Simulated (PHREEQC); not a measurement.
A made-up water analysis in mmol/kgw, 25 °C, pH 3.15, pe 10.4:

| constituent | mmol/kgw |
|---|---|
| Na | 4.11 |
| K | 0.0389 |
| Ca | 3.84 |
| Mg | 0.63 |
| Cl | 3.76 |
| S(6) | 5.26 |
| Pb | 0.0114 |
| Mn(2) | 0.00145 |

Cl is adjusted to close the charge balance.
Valence states are taken as typed.

Equilibrium calculation in PHREEQC: ion-association model, wateq4f.dat.

No solid was allowed to form.

### Question
Predict the ionic strength.

### Answer
ionic strength 0.0194 mol/kgw.

### Question
In which forms is K present?

### Answer
K+ 98 %, KSO4- 1.6 % of the K.

Species that the database lacks are ignored.
